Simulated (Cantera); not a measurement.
## N2O furnace oxynitridation

An isothermal, constant-pressure homogeneous reactor starts with 90.9 % N₂O, 9.09 % H₂O, at 1300 K and 375 Torr.

Model: GRI-Mech 3.0 (53 species, 325 reactions), integrated in Cantera. GRI-Mech 3.0 was tuned for natural gas; its chemistry of N2O as a main component is partial and can be far from experiment. The mechanism lacks the step 2 NO + O2 → 2 NO2, which can matter for NO2 below about 1400 K. The temperature is held fixed by assumption; the heat of reaction is taken as removed at once.

| t (s) | x N₂O | x H₂O | x H₂ | x O | x NO | x H |
|---|---|---|---|---|---|---|
| 5.00e-6 | 0.909 | 0.0909 | <1e-12 | 4.23e-6 | 3.64e-7 | 4.01e-11 |
| 2.46e-5 | 0.909 | 0.0909 | 3.17e-10 | 8.92e-6 | 4.90e-6 | 1.62e-9 |
| 0.000121 | 0.909 | 0.0909 | 2.47e-8 | 9.37e-6 | 3.30e-5 | 1.13e-8 |
| 0.000592 | 0.907 | 0.0908 | 4.18e-7 | 9.39e-6 | 0.000165 | 2.84e-8 |
| 0.00291 | 0.900 | 0.0906 | 1.03e-6 | 9.33e-6 | 0.000747 | 3.12e-8 |
| 0.0143 | 0.864 | 0.0895 | 5.57e-7 | 8.80e-6 | 0.00345 | 2.77e-8 |
| 0.0701 | 0.715 | 0.0848 | 3.50e-7 | 7.95e-6 | 0.0151 | 2.49e-8 |
| 0.344 | 0.332 | 0.0729 | 2.99e-7 | 6.27e-6 | 0.0436 | 2.36e-8 |
| 1.69 | 0.0288 | 0.0634 | 1.13e-7 | 1.70e-6 | 0.0598 | 5.16e-9 |
| 8.30 | 1.09e-5 | 0.0625 | 1.46e-8 | 1.35e-7 | 0.0596 | 1.91e-10 |
| 40.7 | 7.28e-7 | 0.0625 | 1.45e-8 | 1.34e-7 | 0.0595 | 1.90e-10 |
| 200 | 7.22e-7 | 0.0625 | 1.45e-8 | 1.34e-7 | 0.0592 | 1.90e-10 |
x: mole fraction; the columns are a selection and need not sum to one.

Equilibrium at this temperature and pressure: N₂O 1.80e-8, H₂O 0.0625, H₂ 1.38e-8, O 1.41e-7, NO 0.000432, H 1.85e-10 (gas phase only).
